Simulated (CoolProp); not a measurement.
Computed with CoolProp (reference Helmholtz-energy equation of state, Guder 2009).

Task: For sulfur hexafluoride, give the phase and the density (kg/m³), cp (kJ/(kg K)), speed of sound (m/s), expansivity (1/kK) at 357.7 K and 18.8 bar; 357.7 K and 59.4 bar.

Result: 
- 357.7 K and 18.8 bar: gas; density 105, cp 0.811, speed of sound 134, expansivity 4.33
- 357.7 K and 59.4 bar: supercritical; density 536, cp 1.41, speed of sound 104, expansivity 17.7
